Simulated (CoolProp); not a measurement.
Vapour pressure (MPa) of R143a: the reference equation beside estimates from Tc = 345.9 K, pc = 3.762 MPa, ω = 0.261. Clausius-Clapeyron is anchored at 205.7 K with a constant enthalpy of vaporisation of 20.17 kJ/mol.

Computed with CoolProp (reference Helmholtz-energy equation of state, Lemmon and Jacobsen 2000).

```csv
T (K),reference,Lee-Kesler,Clausius-Clapeyron,van der Waals,Redlich-Kwong,Soave-Redlich-Kwong,Peng-Robinson
185.5,0.009096,0.008476,0.009643,0.1657,0.02136,0.008651,0.009117
192.2,0.01473,0.01389,0.01521,0.2069,0.03282,0.01412,0.01472
199,0.02312,0.02204,0.02342,0.2555,0.04892,0.02232,0.02306
205.7,0.03483,0.03355,0.03483,0.3106,0.07020,0.03387,0.03470
212.4,0.05094,0.04952,0.05053,0.3733,0.09795,0.04983,0.05071
219.2,0.07290,0.07145,0.07202,0.4452,0.1339,0.07172,0.07254
225.9,0.1013,0.09999,0.1000,0.5246,0.1782,0.1002,0.1008
232.7,0.1383,0.1374,0.1369,0.6142,0.2333,0.1375,0.1377
239.4,0.1844,0.1841,0.1833,0.7120,0.2990,0.1840,0.1836
```

Absolute difference from the reference over all 9 rows, mean and median: Lee-Kesler 3.1 and 2.8 %, Clausius-Clapeyron 1.7 and 1.2 %, van der Waals 779.4 and 632.8 %, Redlich-Kwong 94.8 and 92.3 %, Soave-Redlich-Kwong 2.3 and 2.2 %, Peng-Robinson 0.4 and 0.4 %.
